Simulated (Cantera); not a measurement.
## Moist CO burnout

A perfectly stirred reactor is fed with 0.592 % CO, 0.296 % O2, 6.57 % H2O, 92.5 % N2, at 9.87 atm; it is held at 1375 K, and followed from long to short residence time.

Cantera simulation using GRI-Mech 3.0 (53 species, 325 reactions); the numbers are that mechanism's predictions, not measurements.

```csv
τ (s),x CO,x O2,x H2O,x HO2,x NO2
8.3,1.77e-5,4.06e-5,0.0658,1.83e-8,2.41e-10
3.7,2.60e-5,5.45e-5,0.0658,3.42e-8,2.80e-10
1.7,3.85e-5,7.28e-5,0.0658,6.13e-8,3.08e-10
0.75,6.00e-5,9.92e-5,0.0657,1.10e-7,3.23e-10
0.34,9.40e-5,0.000135,0.0657,1.90e-7,3.23e-10
0.15,0.000152,0.000186,0.0657,3.24e-7,3.09e-10
0.068,0.000245,0.000256,0.0656,5.28e-7,2.88e-10
0.030,0.000401,0.000360,0.0655,8.52e-7,2.62e-10
0.014,0.000631,0.000499,0.0655,1.30e-6,2.36e-10
0.0061,0.00102,0.000717,0.0654,2.02e-6,2.07e-10
0.0028,0.00158,0.00101,0.0653,2.97e-6,1.76e-10
```
x: mole fraction; the columns are a selection and need not sum to one.
